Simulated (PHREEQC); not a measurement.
Consider water at 20 °C and 300 atm with 0.003 mol MnSO4, 0.0005 mol ZnCl2 and 5.6e-05 mol NaCl per kg of water. It is in equilibrium with CO2 at log p = 0 (atm). Otherwise closed; pH follows from the charge balance.

The numbers come from PHREEQC with the ion-association model, phreeqc.dat.

**Question.** The ionic strength comes out as 0.0120 mol/kgw. What activity coefficients do Zn+2, Zn(SO4)2-2, H+, Mn+2, MnCl+ get?

**Answer.** Zn+2 0.65, Zn(SO4)2-2 0.65, H+ 0.91, Mn+2 0.66, MnCl+ 0.90.

No solid was allowed to form. Species that the database lacks are ignored. Under pressure, the constants of complexes without a molar volume in the database are unreliable.
